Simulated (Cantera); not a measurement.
Input: 1 mol Ti, 0.078 mol CO2, 100 mol H2, equilibrated at 1 atm.

Method: chemical equilibrium by Gibbs-energy minimisation in Cantera with the NASA 1993 tables (ideal gas, pure condensed phases). Candidate condensed phases: C, C6H6, C7H8, C8H18, H2O, Ti, TiC, TiO, TiO2, Ti2O3, Ti3O5, Ti4O7; 113 gas species. Mutual solubility and eutectic melting of coexisting phases are not modelled. TiC, TiO: taken at fixed stoichiometry. Condensed phases not in the tables: solid solutions among these carbides, nitrides and lower oxides, N, O or C dissolved in the metal. Equilibrium is a limit: real reactors are often held back by kinetics, nucleation or transport.

log p: log10 of the partial pressure in bar; n: condensed amount in mol.

```csv
T (K),log p H2,log p H,log p Ti,log p H2O,log p CO,n Ti(α),n TiC(s),n TiO(s),n Ti(β)
1000,0.01,…,<-11,<-11,<-11,0.766,0.0780,0.156,0
1075,0.01,…,<-11,<-11,<-11,0.766,0.0780,0.156,0
1150,0.01,…,<-11,-11.28,<-11,0.766,0.0780,0.156,0
1225,0.01,…,<-11,-10.47,<-11,0,0.0780,0.156,0.766
1300,0.01,…,-11.44,-9.76,<-11,0,0.0780,0.156,0.766
1375,0.01,…,-10.42,-9.13,<-11,0,0.0780,0.156,0.766
1450,0.01,…,-9.52,-8.58,-11.98,0,0.0780,0.156,0.766
1525,0.01,…,-8.71,-8.08,-10.91,0,0.0780,0.156,0.766
1600,0.01,…,-7.97,-7.63,-9.94,0,0.0780,0.156,0.766
1675,0.01,…,-7.30,-7.22,-9.06,0,0.0780,0.156,0.766
1750,0.01,…,-6.69,-6.85,-8.26,0,0.0780,0.156,0.766
1825,0.01,…,-6.13,-6.51,-7.53,0,0.0780,0.156,0.766
```

Fill in the missing entries.


- 1000, log p H: -8.64
- 1075, log p H: -7.83
- 1150, log p H: -7.12
- 1225, log p H: -6.50
- 1300, log p H: -5.95
- 1375, log p H: -5.46
- 1450, log p H: -5.02
- 1525, log p H: -4.62
- 1600, log p H: -4.26
- 1675, log p H: -3.93
- 1750, log p H: -3.63
- 1825, log p H: -3.35
